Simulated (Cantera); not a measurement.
Input: 1 mol CuF2, 2.5 mol H2, at 0.730 Pa.

Method: chemical equilibrium by Gibbs-energy minimisation in Cantera with the NASA 1993 tables (ideal gas, pure condensed phases). Candidate condensed phases: Cu, CuF2; 15 gas species. Equilibrium is a limit: real reactors are often held back by kinetics, nucleation or transport. All values below are at 1025 K.

Base state: HF 0.571, H2 0.429 (mole fractions); condensed: Cu(s).

**Question.** What changes in the equilibrium state with this change: CuF2 replaced by MgF2?

**Answer.** 
```tsv
species	before	after
H2	0.429	1.000
HF	0.571	0.000233
Mg	0	0.000116
Cu(s), mol	1.000	0
MgF2(s), mol	0	1.000
```
Further candidate phases: Mg, MgF2.
